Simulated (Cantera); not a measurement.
Charge: 1 mol Fe2O3, 3.2 mol H2S, 1.8 mol H2O, held at 802 °C and 1 atm.

Method: chemical equilibrium by Gibbs-energy minimisation in Cantera with the NASA 1993 tables (ideal gas, pure condensed phases). Candidate condensed phases: Fe, FeO, Fe(OH)2, Fe(OH)3, FeS, FeSO4, FeS2, Fe2O3, Fe2(SO4)3, Fe3O4, H2O, H2SO4, S; 22 gas species. FeS: taken at fixed stoichiometry. Gases not in the tables: S3 to S7. Equilibrium is a limit: real reactors are often held back by kinetics, nucleation or transport.

Base state: H2O 0.805, H2S 0.110, SO2 0.0404, S2 0.0350, H2 0.00912, S2O 0.000920, SH 2.74e-5, SO 1.58e-5 (mole fractions); condensed: FeS(s).

Task: What changes in the equilibrium state with this change: H2O from 1.8 to 7.7 mol?

Result: 
```csv
species,before,after
H2O,0.805,0.895
H2S,0.110,0.0599
SO2,0.0404,0.0256
S2,0.0350,0.0100
S2O,0.000920,0.000287
SH,2.74e-5,1.48e-5
"FeS(s), mol",2.00,2.00
```
